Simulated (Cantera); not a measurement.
Charge: 1 mol HF, 0.021 mol SO2, 0.91 mol H2, 0.057 mol H2O, equilibrated at 0.00133 bar.

Cantera equilibrium calculation (NASA polynomials, part measured and part estimated; ideal gas, pure solids and liquids). Candidate condensed phases: H2O, H2SO4, S; 43 gas species. The numbers say what is thermodynamically allowed, not how fast it happens.

**Question.** At 2048 K, list the 7 most abundant gas species with their mole fractions, and the condensed phases.

**Answer.** HF 0.494, H2 0.412, H2O 0.0452, H 0.0393, S 0.00375, SO 0.00230, SH 0.00161. Condensed: gas only.
